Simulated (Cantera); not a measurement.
An isothermal plug-flow reactor at 700 K and 101000 Pa (inlet), inlet velocity 0.42 m/s, active area per volume 980 1/m; feed 1.40 % H2, 6.42 % O2, 92.2 % N2.

Cantera simulation using Deutschmann's 1995 Pt surface mechanism with GRI-Mech 3.0 gas chemistry; the numbers are that mechanism's predictions, not measurements. Catalytic surfaces can have several steady states; this one follows from the mechanism file's or the stated starting coverage. Mass transfer to the wall is taken as infinitely fast.

One state of this run: x H2 = 0.00342; x O2 = 0.0592; x H2O = 0.0107; θ free Pt = 0.104; θ O* = 0.889; θ OH* = 0.00658. x: gas mole fraction; θ: surface coverage.

Question: Which value of z (m) does it belong to?
(A) 0.0001
(B) 0.00023
(C) 0.0023
(D) 4.9e-05

Answer: A, 0.0001
